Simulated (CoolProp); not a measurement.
Vapour-liquid equilibrium of n-octane (1) + n-dodecane (2) at 69.9 kPa; x and y are mole fractions of (1).

The numbers come from the multi-fluid Helmholtz-energy mixture model, Beckmüller 2019 and Lemmon 2004; pair parameters Bell 2016 in CoolProp.

Give the bubble temperature and the first vapour's composition at x = 0.05, 0.2, 0.5. Is there an azeotrope?

x = 0.05: 191.1 °C, y = 0.263; x = 0.2: 166.7 °C, y = 0.687; x = 0.5: 137.2 °C, y = 0.928. No azeotrope shows between x = 0.05 and 0.95.

Pair parameters are fitted to limited data, so mixtures are less certain than the pure fluids.
